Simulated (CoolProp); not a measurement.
R407C at several states: Z from the reference equation and from simpler models built on Tc = 359.3 K, pc = 46.32 bar, ω = 0.363; each cubic takes its own stable root.

Model: reference Helmholtz-energy equation of state, Lemmon 2003, in CoolProp. It is a pseudo-pure fit of the blend.

| T (K) | p (bar) | phase | reference |
|---|---|---|---|
| 499.1 | 64.6 | supercritical | 0.8604 |
| 473.3 | 8.78 | gas | 0.9752 |
| 404.1 | 51.8 | supercritical | 0.6910 |
| 301.2 | 3.23 | gas | 0.9492 |
| 284.7 | 0.411 | gas | 0.9923 |
| 281.2 | 189 | liquid | 0.5451 |

How far does each simpler model (Redlich-Kwong, Peng-Robinson) lie from the reference over these 6 states: mean and median of the absolute difference, and the worst?


- Redlich-Kwong: mean 3.5 %, median 1.4 %, worst +14.6 % at 281.2 K and 189 bar
- Peng-Robinson: mean 0.6 %, median 0.5 %, worst -1.6 % at 281.2 K and 189 bar
